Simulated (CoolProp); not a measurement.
Vapour-liquid equilibrium of n-pentane (1) + the fluoroketone C6F12O (FK-5-1-12) (2) at 0.183 MPa; x and y are mole fractions of (1).

Computed with CoolProp (multi-fluid Helmholtz-energy mixture model, Thol 2019 and McLinden 2015; pair parameters Bell 2016).

```
x     bubble temperature (K)  y at the bubble point  dew temperature at overall composition x (K)  liquid density (mol/L)
----  ----------------------  ---------------------  --------------------------------------------  ----------------------
0.05                   335.9                  0.160                                         339.1                   4.775
0.15                   328.7                  0.389                                         336.2                   5.048
0.25                   324.0                  0.520                                         333.2                   5.316
0.35                   321.4                  0.592                                         330.0                   5.586
0.45                   320.2                  0.630                                         326.5                   5.873
0.55                   319.8                  0.651                                         322.9                   6.191
0.65                   319.7                  0.665                                         319.8                   6.552
0.75                   319.7                  0.684                                         321.0                   6.965
0.85                   320.5                  0.727                                         323.6                   7.434
0.95                   323.7                  0.852                                         326.4                   7.939
```

y crosses x between x = 0.65 and 0.75: the model has an azeotrope there.

Pair parameters are fitted to limited data, so mixtures are less certain than the pure fluids.
